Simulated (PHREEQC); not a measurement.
Solution (25 °C): 0.0075 mol/kgw K3PO4, 0.0016 mol/kgw CO2 and 0.13 mol/kgw K2HPO4. Closed to the air; pH follows from the charge balance.

Computed with PHREEQC (ion-association model, phreeqc.dat).

Each row changes one thing in this solution. Precipitation was switched off in this run.

```json
[
 {"case": "as made", "pH": "10.00", "ionic strength (mol/kgw)": "0.404", "K+ (mol/kgw)": "0.269", "HPO4-2 (mol/kgw)": "0.119", "KHPO4- (mol/kgw)": "0.0136", "HCO3- (mol/kgw)": "0.000679"},
 {"case": "0.0071 mol/kgw K2SO4 added", "pH": "9.99", "ionic strength (mol/kgw)": "0.420", "K+ (mol/kgw)": "0.281", "HPO4-2 (mol/kgw)": "0.119", "KHPO4- (mol/kgw)": "0.0139", "HCO3- (mol/kgw)": "0.000683"},
 {"case": "K2HPO4 replaced by H3PO4 at the same molality", "pH": "?", "ionic strength (mol/kgw)": "0.0433", "K+ (mol/kgw)": "0.0225", "HPO4-2 (mol/kgw)": "2.61e-7", "KHPO4- (mol/kgw)": "5.43e-9", "HCO3- (mol/kgw)": "4.80e-8"},
 {"case": "K3PO4 left out", "pH": "8.54", "ionic strength (mol/kgw)": "0.363", "K+ (mol/kgw)": "0.247", "HPO4-2 (mol/kgw)": "0.115", "KHPO4- (mol/kgw)": "0.0126", "HCO3- (mol/kgw)": "0.00152"},
 {"case": "CO2 replaced by Na2CO3 at the same molality", "pH": "10.21", "ionic strength (mol/kgw)": "0.413", "K+ (mol/kgw)": "0.269", "HPO4-2 (mol/kgw)": "0.116", "KHPO4- (mol/kgw)": "0.0132", "HCO3- (mol/kgw)": "0.000497"},
 {"case": "CO2 replaced by K2CO3 at the same molality", "pH": "10.21", "ionic strength (mol/kgw)": "0.413", "K+ (mol/kgw)": "0.272", "HPO4-2 (mol/kgw)": "0.116", "KHPO4- (mol/kgw)": "0.0133", "HCO3- (mol/kgw)": "?"},
 {"case": "CO2 from 0.0016 to 0.00016 mol/kgw", "pH": "10.17", "ionic strength (mol/kgw)": "0.408", "K+ (mol/kgw)": "0.269", "HPO4-2 (mol/kgw)": "?", "KHPO4- (mol/kgw)": "0.0133", "HCO3- (mol/kgw)": "5.37e-5"},
 {"case": "temperature from 25 to 30 °C", "pH": "9.95", "ionic strength (mol/kgw)": "0.404", "K+ (mol/kgw)": "0.269", "HPO4-2 (mol/kgw)": "0.119", "KHPO4- (mol/kgw)": "0.0134", "HCO3- (mol/kgw)": "0.000687"},
 {"case": "temperature from 25 to 40 °C", "pH": "9.85", "ionic strength (mol/kgw)": "0.404", "K+ (mol/kgw)": "0.269", "HPO4-2 (mol/kgw)": "0.119", "KHPO4- (mol/kgw)": "0.0131", "HCO3- (mol/kgw)": "?"}
]
```

### Question
Some entries are withheld; supply them.

### Answer

- K2HPO4 replaced by H3PO4 at the same molality, pH: 1.75
- CO2 replaced by K2CO3 at the same molality, HCO3- (mol/kgw): 0.000501
- CO2 from 0.0016 to 0.00016 mol/kgw, HPO4-2 (mol/kgw): 0.117
- temperature from 25 to 40 °C, HCO3- (mol/kgw): 0.000716

Constants without temperature data keep their 25 °C values here.
